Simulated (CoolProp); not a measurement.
Methanol at several states: density (kg/m³) from the reference equation and from simpler models built on Tc = 513.4 K, pc = 8216 kPa, ω = 0.565; each cubic takes its own stable root.

Computed with CoolProp (reference Helmholtz-energy equation of state, de Reuck 1993).

```
T (K)  p (kPa)          phase  reference
-----  -------  -------------  ---------
491.7       19            gas     0.1490
485.5     70.7            gas     0.5631
595.4    14400  supercritical      149.2
215.9    27000         liquid      880.3
588.5      123            gas     0.8077
586.3     2050            gas      14.19
```

Problem. How far does each simpler model (Redlich-Kwong, Peng-Robinson) lie from the reference over these 6 states: mean and median of the absolute difference, and the worst?

Solution. 
- Redlich-Kwong: mean 6.9 %, median 0.5 %, worst -27.8 % at 215.9 K and 27000 kPa
- Peng-Robinson: mean 3.5 %, median 0.4 %, worst -16.6 % at 215.9 K and 27000 kPa
